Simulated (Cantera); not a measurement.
Input: 1 mol borazine, 14 mol H2, 7.6 mol H2O, held at 1600 K and 750 Torr.

Method: chemical equilibrium by Gibbs-energy minimisation in Cantera with the NASA 1993 tables (ideal gas, pure condensed phases). The feed counts by its element totals alone. Gases not in the tables: H3BO3. The numbers say what is thermodynamically allowed, not how fast it happens.

```csv
species,before,after
H2,0.816,0.775
HBO2,0.0182,0.0943
H2O,0.108,0.0656
N2,0.0569,0.0543
(HBO2)3,0.000130,1.31e-9
BO,1.83e-7,9.29e-5
BO2,5.27e-8,1.70e-5
H,4.91e-5,0.00291
B2O3,0.000147,0.00648
HBO,0.000134,0.00109
"B2O3(l), mol",1.25,0
```
Gas species are given as mole fractions.

**Question.** Which change was made?
A) temperature from 1600 K to 1450 K
B) pressure from 750 Torr to 0.203 Torr
C) H2O from 7.6 to 0.077 mol
D) temperature from 1600 K to 1123.15 K

**Answer.** B, pressure from 750 Torr to 0.203 Torr
